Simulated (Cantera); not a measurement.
A closed system holds: 1 mol C2H6, 0.012 mol NH3, at 37.0 Pa.

These are equilibrium values from Cantera (NASA tables, ideal gas, pure condensed phases), not measurements of a reactor. Candidate condensed phases: C, C6H6, C7H8, C8H18; 92 gas species. Rates play no part. All values below are at 798 K.

Base state: H2 0.998, N2 0.00199, CH4 0.000511 (mole fractions); condensed: C(graphite).

**Question.** What changes in the equilibrium state with this change: NH3 from 0.012 to 0.051 mol?

**Answer.** 
```csv
species,before,after
H2,0.998,0.991
N2,0.00199,0.00822
CH4,0.000511,0.000505
"C(graphite), mol",2.00,2.00
```
